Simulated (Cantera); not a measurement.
Charge: 1 mol Ta(OEt)5, 9.9 mol CO2, 110 mol H2.

Equilibrium computed with Cantera from the NASA thermochemical tables; the gas is ideal and each condensed phase is pure. Candidate condensed phases: C, C6H6, C7H8, C8H18, H2O, Ta, TaC, Ta2O5; 113 gas species. The feed counts by its element totals alone. The numbers say what is thermodynamically allowed, not how fast it happens.

### Question
What condenses at these points (T in K, P in Pa): (1275, 1000000); (2025, 22); (2025, 0.10); (1575, 4600); (1275, 22); (825, 4600)?

### Answer
```tsv
T (K)	P in Pa	condensed phases	Ta condensed (%)
1275	1000000	Ta2O5	100.0
2025	22	Ta2O5	65.5
2025	0.10	gas only	0.0
1575	4600	Ta2O5	100.0
1275	22	Ta2O5	100.0
825	4600	C + Ta2O5	100.0
```
